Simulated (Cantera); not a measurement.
A closed system holds: 1 mol Si3H8, 3.4 mol HCl, 3.5 mol N2, at 25.5 Torr.

Method: chemical equilibrium by Gibbs-energy minimisation in Cantera with the NASA 1993 tables (ideal gas, pure condensed phases). Candidate condensed phases: NH4Cl, Si, Si3N4; 28 gas species. The feed counts by its element totals alone. N2 is the only nitrogen source here; it is nearly inert below about 1500 K, so the nitride shown seldom forms there in practice. Rates play no part.

Over these rows the condensed part is Si3N4(s). Partial pressures as log10 of bar:

| T (K) | 1000/T (1/K) | log p SiCl2 | log p H2 | log p HCl | log p N2 | log p SiCl4 |
|---|---|---|---|---|---|---|
| 923 | 1.0834 | -8.81 | -1.78 | -1.97 | -2.21 | -3.23 |
| 973 | 1.0277 | ? | -1.78 | -1.96 | -2.21 | -3.28 |
| 1023 | 0.9775 | -7.29 | -1.79 | -1.95 | -2.22 | -3.32 |
| 1073 | 0.9320 | -6.64 | -1.79 | -1.95 | -2.22 | -3.37 |
| 1123 | 0.8905 | -6.06 | -1.79 | -1.94 | -2.22 | -3.41 |
| 1173 | 0.8525 | -5.52 | -1.79 | -1.94 | -2.22 | -3.45 |

**Question.** Fit log p(SiCl2) = a + b·(1000/T) to the five rows, give the apparent enthalpy, and predict the row at 973 K.

**Answer.** Means: 1000/T = 0.9472, log p = -6.864. Sxy = -0.454221, Sxx = 0.0318825, so b = -14.25 and a = -6.864 − (-14.25)×0.9472 = 6.63.
Apparent enthalpy: −19.145 × (-14.25) = 273 kJ/mol. With the condensed phases at unit activity, 1/6 Si3N4(s) + 1/2 SiCl4(g) = SiCl2(g) + 1/3 N2(g) links this pressure to the main gases: over the six rows their terms move log p by -0.11 in all, so the slope is close to that reaction's ΔH°. The five rows lie within 0.01 of the line.
Prediction at 973 K: 6.63 + (-14.25)×1.0277 = -8.01. The computed value is -8.01, 0.00 from the line.
